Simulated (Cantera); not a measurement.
**Thermodynamics of roasting and sulfation, feed MgCO₃ + SO₂ + O₂**

Charge: 1 mol MgCO₃, 1.8 mol SO₂, 0.052 mol O₂, held at 0.0133 bar.

Cantera equilibrium calculation (NASA polynomials, part measured and part estimated; ideal gas, pure solids and liquids). Candidate condensed phases: C, Mg, MgCO₃, MgO, MgS, MgSO₄, S; 26 gas species. Mutual solubility and eutectic melting of coexisting phases are not modelled. Equilibrium is a limit: real reactors are often held back by kinetics, nucleation or transport.

```csv
T (K),log p SO₂,log p CO₂,log p O₂,log p CO,log p SO₃,log p SO,log p O,log p S,n MgO(s),n MgSO₄(s)
773,-2.08,-2.31,<-13,-7.59,-9.59,-9.16,<-13,<-13,0.896,0.104
873,-2.08,-2.31,-12.67,-8.33,-7.41,-9.76,<-13,<-13,0.896,0.104
973,-2.08,-2.31,-8.03,-8.91,-5.70,-10.21,<-13,<-13,0.896,0.104
1073,-2.08,-2.31,-4.28,-9.38,-4.31,-10.58,-11.05,<-13,0.927,0.0726
1173,-2.08,-2.33,-3.65,-8.54,-4.39,-9.64,-9.68,<-13,1.00,0
1273,-2.08,-2.33,-3.63,-7.57,-4.72,-8.59,-8.78,<-13,1.00,0
1373,-2.08,-2.33,-3.62,-6.73,-5.01,-7.69,-8.02,-13.48,1.00,0
1473,-2.08,-2.33,-3.62,-6.01,-5.25,-6.91,-7.36,-11.99,1.00,0
1573,-2.08,-2.33,-3.61,-5.38,-5.46,-6.24,-6.79,-10.69,1.00,0
1673,-2.08,-2.33,-3.60,-4.83,-5.65,-5.64,-6.28,-9.56,1.00,0
1773,-2.08,-2.34,-3.57,-4.36,-5.80,-5.13,-5.81,-8.57,1.00,0
1873,-2.08,-2.34,-3.52,-3.96,-5.92,-4.68,-5.38,-7.72,1.000,0
```
log p: log10 of the partial pressure in bar; n: condensed amount in mol.

From 773 K to 1073 K the condensed part is MgO(s) + MgSO₄(s). From 1173 K to 1873 K the condensed part is MgO(s).
